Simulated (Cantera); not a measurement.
## Premixed flame

A freely propagating, adiabatic, planar premixed flame of H2 : O2 : N2 = 1 : 0.172 : 0.648 (molar parts), unburnt at 700 K and 43000 Pa; multicomponent transport, grid criteria slope 0.08 and curve 0.16, no radiation.

Detailed kinetics in Cantera: the H2/O2 subset of GRI-Mech 3.0, which has no nitrogen chemistry. Burning velocities carry a grid error of a few per cent, more on coarse grids.

```json
[
 {"z (mm)": "-4.75", "T (K)": "700", "u (m/s)": "9.68", "x H2": "0.549", "x O2": "0.0945", "x H2O": "<1e-8", "x H": "<1e-8", "x OH": "<1e-8", "x H2O2": "<1e-8"},
 {"z (mm)": "-3.16", "T (K)": "700", "u (m/s)": "9.68", "x H2": "0.549", "x O2": "0.0945", "x H2O": "<1e-8", "x H": "<1e-8", "x OH": "<1e-8", "x H2O2": "<1e-8"},
 {"z (mm)": "-2.37", "T (K)": "700", "u (m/s)": "9.68", "x H2": "0.549", "x O2": "0.0945", "x H2O": "<1e-8", "x H": "<1e-8", "x OH": "<1e-8", "x H2O2": "<1e-8"},
 {"z (mm)": "-1.58", "T (K)": "700", "u (m/s)": "9.68", "x H2": "0.549", "x O2": "0.0945", "x H2O": "5.25e-7", "x H": "1.97e-6", "x OH": "<1e-8", "x H2O2": "<1e-8"},
 {"z (mm)": "-0.791", "T (K)": "718", "u (m/s)": "9.92", "x H2": "0.547", "x O2": "0.0940", "x H2O": "0.00116", "x H": "0.000862", "x OH": "3.21e-5", "x H2O2": "6.07e-7"},
 {"z (mm)": "-0.395", "T (K)": "850", "u (m/s)": "11.7", "x H2": "0.526", "x O2": "0.0884", "x H2O": "0.0144", "x H": "0.0117", "x OH": "0.000228", "x H2O2": "5.35e-7"},
 {"z (mm)": "0", "T (K)": "1172", "u (m/s)": "15.7", "x H2": "0.419", "x O2": "0.0499", "x H2O": "0.0955", "x H": "0.0649", "x OH": "0.00129", "x H2O2": "3.18e-7"},
 {"z (mm)": "0.395", "T (K)": "1392", "u (m/s)": "18.4", "x H2": "0.336", "x O2": "0.00674", "x H2O": "0.182", "x H": "0.101", "x OH": "0.00159", "x H2O2": "1.31e-7"},
 {"z (mm)": "0.791", "T (K)": "1478", "u (m/s)": "19.5", "x H2": "0.330", "x O2": "0.000699", "x H2O": "0.195", "x H": "0.0983", "x OH": "0.00159", "x H2O2": "8.88e-8"},
 {"z (mm)": "1.58", "T (K)": "1574", "u (m/s)": "20.6", "x H2": "0.338", "x O2": "0.000112", "x H2O": "0.197", "x H": "0.0859", "x OH": "0.00181", "x H2O2": "7.91e-8"},
 {"z (mm)": "3.16", "T (K)": "1677", "u (m/s)": "21.8", "x H2": "0.349", "x O2": "8.26e-5", "x H2O": "0.199", "x H": "0.0709", "x OH": "0.00196", "x H2O2": "6.09e-8"},
 {"z (mm)": "6.33", "T (K)": "1783", "u (m/s)": "23.0", "x H2": "0.360", "x O2": "5.77e-5", "x H2O": "0.201", "x H": "0.0552", "x OH": "0.00195", "x H2O2": "3.86e-8"},
 {"z (mm)": "12.7", "T (K)": "1883", "u (m/s)": "24.1", "x H2": "0.370", "x O2": "3.38e-5", "x H2O": "0.203", "x H": "0.0399", "x OH": "0.00173", "x H2O2": "2.05e-8"}
]
```
x: mole fraction of selected species; z is measured from the peak of heat release.

- laminar burning velocity: 968 cm/s
- thermal thickness: 1.58 mm
- peak x(H): 0.102
- peak x(OH): 0.00198
- peak x(H2O2): 7.41e-7
- grid points: 141
